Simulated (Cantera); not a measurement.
Input (Python, Cantera):

```python
import numpy as np
import cantera as ct

gas = ct.Solution("gri30.yaml")
gas.TPX = 1023, 13332, {'N2O': 1, 'H2O': 0.018}
reactor = ct.IdealGasConstPressureReactor(gas, energy="off", clone=False)
net = ct.ReactorNet([reactor])
net.rtol, net.atol = 1e-08, 1e-18
show = ['N2O', 'H2O', 'O', 'H', 'NO', 'NO2']
times = np.geomspace(0.0007, 100, 10)

steps = ct.SolutionArray(gas, extra=["t"])
rows = []
print(f"{'t/s':>10s}{'T/K':>9s}{'P/Pa':>11s}" + "".join(f"{s:>11s}" for s in show))
for t in times:
    while net.time < t:
        t_next = net.step()
        steps.append(gas.state, t=t_next)
    rows.append([np.interp(t, steps.t, y) for y in (steps.T, steps.P, *steps(*show).X.T)])
    print(f"{t:10.3e}{rows[-1][0]:9.1f}{rows[-1][1]:11.4g}" + "".join(f"{x:11.3e}" for x in rows[-1][2:]))
rate = np.gradient(steps.T, steps.t)
print("integrator steps:", len(steps.t))
if steps.T.max() > steps.T[0] + 200:
    print(f"time of steepest temperature rise: {steps.t[rate.argmax()]:.4e} s")
gas.TPX = 1023, 13332, {'N2O': 1, 'H2O': 0.018}
gas.equilibrate("TP")
print(f"equilibrium (TP): T = {gas.T:.1f} K  " + "  ".join(f"{s} {gas[s].X[0]:.3e}" for s in show))
```

Result:

```
       t/s      T/K       P/Pa        N2O        H2O          O          H         NO        NO2
 7.000e-04   1023.0  1.333e+04  9.823e-01  1.768e-02  7.501e-08  2.330e-13  4.638e-08  2.585e-14
 2.617e-03   1023.0  1.333e+04  9.823e-01  1.768e-02  7.504e-08  9.384e-13  1.920e-07  2.628e-12
 9.787e-03   1023.0  1.333e+04  9.823e-01  1.768e-02  7.502e-08  3.074e-12  7.361e-07  4.206e-10
 3.659e-02   1023.0  1.333e+04  9.822e-01  1.768e-02  7.495e-08  8.092e-12  2.727e-06  4.410e-08
 1.368e-01   1023.0  1.333e+04  9.820e-01  1.768e-02  7.482e-08  1.594e-11  8.855e-06  1.510e-06
 5.116e-01   1023.0  1.333e+04  9.810e-01  1.767e-02  7.434e-08  1.740e-11  2.538e-05  1.326e-05
 1.913e+00   1023.0  1.333e+04  9.775e-01  1.765e-02  7.223e-08  1.753e-11  8.005e-05  6.207e-05
 7.153e+00   1023.0  1.333e+04  9.645e-01  1.758e-02  6.795e-08  1.638e-11  3.392e-04  1.671e-04
 2.674e+01   1023.0  1.333e+04  9.181e-01  1.730e-02  6.412e-08  1.620e-11  1.475e-03  2.579e-04
 1.000e+02   1023.0  1.333e+04  7.697e-01  1.642e-02  6.162e-08  1.727e-11  5.253e-03  2.633e-04
integrator steps: 1104
equilibrium (TP): T = 1023.0 K  N2O 1.237e-09  H2O 1.186e-02  O 4.927e-10  H 3.560e-14  NO 4.613e-05  NO2 9.671e-07
```

Detailed kinetics in Cantera: GRI-Mech 3.0 (53 species, 325 reactions). GRI-Mech 3.0 was tuned for natural gas; its chemistry of N2O as a main component is partial and can be far from experiment. The mechanism lacks the step 2 NO + O2 → 2 NO2, which can matter for NO2 below about 1400 K. The temperature is held fixed by assumption; the heat of reaction is taken as removed at once.
